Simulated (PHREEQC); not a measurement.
# Alkaline etch or developer: speciation

Consider water at 25 °C with 0.0024 mol/kgw KOH and 0.032 mol/kgw (CH3)4NCl. Closed to the air; pH follows from the charge balance.

All values are PHREEQC results (ion-association model, phreeqc.dat), not measurements.

Each row changes one thing in this solution. This is a speciation only: nothing precipitates in the calculation.

| case | pH | ionic strength (mol/kgw) | SI of Sylvite (KCl) |
|---|---|---|---|
| as made | 11.30 | 0.0344 | -5.17 |
| temperature from 25 to 30 °C | 11.13 | 0.0344 | -5.19 |
| diluted 100-fold with water | (withheld) | 0.000344 | -9.03 |
| KOH replaced by KBr at the same molality | 6.99 | 0.0344 | -5.17 |
| (CH3)4NCl from 0.032 to 0.048 mol/kgw | (withheld) | (withheld) | (withheld) |
| KOH replaced by KHCO3 at the same molality | 8.18 | 0.0344 | -5.17 |
| 0.018 mol/kgw Na2CO3 added | 11.37 | (withheld) | -5.23 |
| 0.0018 mol/kgw H2SiF6 added | 2.92 | 0.0371 | -5.17 |
| KOH from 0.0024 to 0.024 mol/kgw | 12.28 | 0.0560 | -4.20 |

Q: Fill in the missing entries.

A: 
- diluted 100-fold with water, pH: 9.37
- (CH3)4NCl from 0.032 to 0.048 mol/kgw, pH: 11.29
- (CH3)4NCl from 0.032 to 0.048 mol/kgw, ionic strength (mol/kgw): 0.0504
- (CH3)4NCl from 0.032 to 0.048 mol/kgw, SI of Sylvite (KCl): -5.02
- 0.018 mol/kgw Na2CO3 added, ionic strength (mol/kgw): 0.0808

Some of these states are supersaturated (in Quartz (slow to form), Chalcedony (slow to form), for instance). (CH3)4N+ isn't in the database: it is added as a free cation with an ion size of 4 Å.
